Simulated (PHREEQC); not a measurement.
A column of 0.2 m (40 cells, dispersivity 0.01 m, 300 s a shift, diffusion coefficient 3e-10 m²/s) holds 0.072 eq of the database's cation exchanger X per kg of pore water, first in equilibrium with 0.033 mol SrCl2 and 1e-05 mol HCl per kg of water. It is flushed with 0.0075 mol KBr, 0.0025 mol BaCl2, 0.07 mol MgCl2 and 1e-05 mol HCl per kg of water, at 40 °C. Values are for the last cell. CO2 from the air is kept out. Precipitation was switched off in this run.

All values are PHREEQC results (ion-association model, phreeqc.dat), not measurements.

**Question.** Predict Sr in solution (mol/kgw), SrX2 on the exchanger (mol/kgw) at pore volumes = 2.112, 2.212.

**Answer.** 
```tsv
pore volumes	Sr in solution (mol/kgw)	SrX2 on the exchanger (mol/kgw)
2.112	0.00946	0.00764
2.212	0.00790	0.00648
```

Away from 25 °C the constants follow the database's enthalpies or fits; those with neither stay at their 25 °C values.
